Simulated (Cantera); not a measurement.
# Ignition delay

Mixture: CH4 : O2 : N2 = 2.3 : 2.99 : 11.2 (molar parts), equivalence ratio 1.5, at 21000 Torr, adiabatic and at constant volume. Ignition delay is the time to a rise of 400 K.

Model: GRI-Mech 3.0 (53 species, 325 reactions), integrated in Cantera. The pressure lies above the range GRI-Mech 3.0 was tuned for (to about 10 atm).

```tsv
T0 (K)	delay (ms)
1050	13.3
1150	3.16
1250	0.950
1350	0.328
1450	0.125
1550	0.0507
1650	0.0219
1750	0.0100
1850	0.00491
1950	0.00259
```

```yaml
apparent activation energy between 1750 and 1950 K: 190 kJ/mol
```
